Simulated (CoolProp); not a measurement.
Computed with CoolProp (reference Helmholtz-energy equation of state, Platzer 1990). This equation is an older, rougher fit; its heat capacities, sound speeds and derivatives of the liquid may be far off and weren't checked against measurements.

Task: Give the vapour pressure (kPa), liquid density (kg/m³), vapour density (kg/m³), enthalpy of vaporisation (kJ/kg) of saturated c-C4F8 (RC318) at 24.45 °C.

Result: 
```tsv
T (°C)	p (kPa)	liquid density (kg/m³)	vapour density (kg/m³)	enthalpy of vaporisation (kJ/kg)
24.45	307	1500	27.6	104
```
